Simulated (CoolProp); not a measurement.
The numbers come from the reference Helmholtz-energy equation of state, Thol 2019 in CoolProp.

Problem. Give the vapour pressure (MPa), liquid density (kg/m³), vapour Z of saturated tetradecamethylhexasiloxane (MD4M) at 302.15, 346.85 °C.

Solution. 
| T (°C) | p (MPa) | liquid density (kg/m³) | vapour Z |
|---|---|---|---|
| 302.15 | 0.236 | 576 | 0.773 |
| 346.85 | 0.502 | 485 | 0.593 |
